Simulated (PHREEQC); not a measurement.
Solution (25 °C): 0.036 mol HF, 0.26 mol (CH3)4NF and 6.4e-05 mol H2SiF6 per kg of water. Closed to the air; pH follows from the charge balance.

All values are PHREEQC results (ion-association model, wateq4f.dat), not measurements.

```csv
quantity,before,after
pH,4.13,4.02
F- (mol/kgw),0.243,0.0258
HF (mol/kgw),0.0173,0.00314
HF2- (mol/kgw),0.0171,0.000313
SI of Quartz (SiO2),-9.76,-5.63
```

Q: Name the change that produced these shifts.
(A) diluted 100-fold with water
(B) 0.017 mol/kgw HCl added
(C) temperature from 25 to 60 °C
(D) HF from 0.036 to 0.36 mol/kgw
(E) diluted 10-fold with water

A: E, diluted 10-fold with water

Precipitation was switched off in this run. (CH3)4N+ isn't in the database: it is added as a free cation with an ion size of 4 Å. SiF6-2 is the database's only silicon fluoride.
